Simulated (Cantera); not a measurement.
Charge: 1 mol SiH2Cl2, 13 mol NO, 45 mol H2, 0.37 mol O2, held at 5.50 mbar.

Cantera equilibrium calculation (NASA polynomials, part measured and part estimated; ideal gas, pure solids and liquids). Candidate condensed phases: H2O, NH4Cl, Si, SiO2, Si2N2O, Si3N4; 47 gas species. The tables hold silica as quartz up to 1696 K and as liquid above; real silica turns to tridymite and cristobalite and melts near 1996 K. Equilibrium is a limit: real reactors are often held back by kinetics, nucleation or transport.

**Question.** Which condensed phases are stable at each of these points (T (K)): 898, 998, 1098, 1198, 1298, 1398, 1498, 1598, 1698, 1798, 1898, 1998?

**Answer.** 
```
T (K)  condensed phases  Si condensed (%)
-----  ----------------  ----------------
898      SiO2(β-quartz)             100.0
998      SiO2(β-quartz)             100.0
1098     SiO2(β-quartz)             100.0
1198     SiO2(β-quartz)             100.0
1298     SiO2(β-quartz)             100.0
1398     SiO2(β-quartz)             100.0
1498     SiO2(β-quartz)             100.0
1598     SiO2(β-quartz)              99.9
1698    SiO2(condensed)              99.3
1798    SiO2(condensed)              94.2
1898    SiO2(condensed)              64.4
1998           gas only               0.0
```

From 898 K to 1598 K the condensed part is SiO2(β-quartz). From 1698 K to 1898 K the condensed part is SiO2(condensed). At 1998 K nothing is condensed.
